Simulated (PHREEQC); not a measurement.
Make-up at 25 °C: 34 mmol/kgw CdSO4, 64 mmol/kgw FeSO4 and 0.084 mmol/kgw MnSO4. Closed to the air; pH follows from the charge balance.

Model: ion-association model, phreeqc.dat, run in PHREEQC.

This is a speciation only: nothing precipitates in the calculation.

Question: Estimate the pH.

Answer: pH 5.87.

Question: In which forms is Cd present?

Answer: CdSO4 42 %, Cd+2 38 %, Cd(SO4)2-2 20 % of the Cd.
